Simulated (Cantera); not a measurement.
Charge: 1 mol trisilylamine, 50 mol NH3, at 1227 °C and 1.00 bar.

Method: chemical equilibrium by Gibbs-energy minimisation in Cantera with the NASA 1993 tables (ideal gas, pure condensed phases). Candidate condensed phases: Si, Si3N4; 18 gas species. The feed counts by its element totals alone. Equilibrium is a limit: real reactors are often held back by kinetics, nucleation or transport.

Base state: H2 0.772, N2 0.228, NH3 2.01e-5, H 1.55e-5 (mole fractions); condensed: Si3N4(s).

Problem. What changes in the equilibrium state with this change: 1.4 mol CO2 added?

Solution. 
```tsv
species	before	after
H2	0.772	0.757
N2	0.228	0.229
CO	0	0.0124
CH4	0	0.000754
HCN	0	0.000225
H2O	0	3.15e-5
NH3	2.01e-5	1.95e-5
H	1.55e-5	1.53e-5
Si3N4(s), mol	1.00	0
Si2N2O(s), mol	0	1.50
```
Further candidate phases: C, C6H6, C7H8, C8H18, H2O, SiC, SiO2, Si2N2O.

Problem. What changes in the equilibrium state with this change: NH3 from 50 to 1.7 mol?

Solution. 
| species | before | after |
|---|---|---|
| H2 | 0.772 | 1.000 |
| N2 | 0.228 | 4.74e-5 |
| H | 1.55e-5 | 1.76e-5 |
| NH3 | 2.01e-5 | 4.26e-7 |
| Si3N4(s), mol | 1.00 | 0.675 |
| Si(s), mol | 0 | 0.975 |
Mutual solubility and eutectic melting of coexisting phases are not modelled.

Problem. What changes in the equilibrium state with this change: NH3 from 50 to 1.8 mol?

Solution. 
```tsv
species	before	after
H2	0.772	1.000
N2	0.228	4.74e-5
H	1.55e-5	1.76e-5
NH3	2.01e-5	4.26e-7
Si3N4(s), mol	1.00	0.700
Si(s), mol	0	0.900
```
Mutual solubility and eutectic melting of coexisting phases are not modelled.
